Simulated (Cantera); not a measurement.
Feed: 1 mol Pb, 9.1 mol H2, 1 mol N2, at 88.0 Pa.

Cantera equilibrium calculation (NASA polynomials, part measured and part estimated; ideal gas, pure solids and liquids). Candidate condensed phases: Pb; 11 gas species. The numbers say what is thermodynamically allowed, not how fast it happens. All values below are at 1050 K.

Base state: H2 0.853, N2 0.0938, Pb 0.0529 (mole fractions); condensed: Pb(l).

**Question.** What changes in the equilibrium state with this change: pressure from 88.0 Pa to 68.0 Pa?

**Answer.** 
```csv
species,before,after
H2,0.853,0.839
N2,0.0938,0.0922
Pb,0.0529,0.0684
"Pb(l), mol",0.436,0.258
```
